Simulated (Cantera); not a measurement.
## Adiabatic ignition

An adiabatic, constant-pressure homogeneous reactor starts with 49.2 % H₂, 10.7 % O₂, 40.2 % N₂, at 1223 K and 17.0 bar.

Computed with Cantera and GRI-Mech 3.0 (53 species, 325 reactions). The hydrogen kinetics of GRI-Mech 3.0 are dated; newer H2 mechanisms differ, most at raised pressure. The pressure lies above the range GRI-Mech 3.0 was tuned for (to about 10 atm).

```csv
t (s),T (K),x H₂,x O₂,x NO,x OH,x HO₂,x H
9.00e-6,1223,0.492,0.107,<1e-12,2.76e-9,3.87e-6,5.97e-8
2.58e-5,1223,0.492,0.107,<1e-12,4.29e-8,4.44e-5,7.39e-7
7.40e-5,2699,0.307,7.47e-6,2.01e-5,0.00151,3.32e-8,0.00767
0.000212,2698,0.307,7.41e-6,5.60e-5,0.00150,3.29e-8,0.00765
0.000609,2698,0.307,7.37e-6,0.000118,0.00150,3.28e-8,0.00764
0.00175,2698,0.307,7.36e-6,0.000142,0.00150,3.27e-8,0.00763
0.00501,2698,0.307,7.36e-6,0.000142,0.00150,3.27e-8,0.00763
0.0144,2698,0.307,7.36e-6,0.000142,0.00150,3.27e-8,0.00763
0.0412,2698,0.307,7.36e-6,0.000142,0.00150,3.27e-8,0.00763
0.118,2698,0.307,7.36e-6,0.000142,0.00150,3.27e-8,0.00763
0.339,2698,0.307,7.36e-6,0.000142,0.00150,3.27e-8,0.00763
0.972,2698,0.307,7.36e-6,0.000142,0.00150,3.27e-8,0.00763
2.79,2698,0.307,7.36e-6,0.000142,0.00150,3.27e-8,0.00763
8.00,2698,0.307,7.36e-6,0.000142,0.00150,3.27e-8,0.00763
```
x: mole fraction; the columns are a selection and need not sum to one.

```
Quantity                                                               Value
---------------------------------  -----------------------------------------
time of steepest temperature rise                                    56.1 µs
temperature at 8.00 s                                                 2698 K
equilibrium temperature                                               2698 K
x(H₂) at 8.00 s                          0.307 (gas-phase equilibrium 0.307)
x(O₂) at 8.00 s                      7.36e-6 (gas-phase equilibrium 7.36e-6)
x(NO) at 8.00 s                    0.000142 (gas-phase equilibrium 0.000142)
```
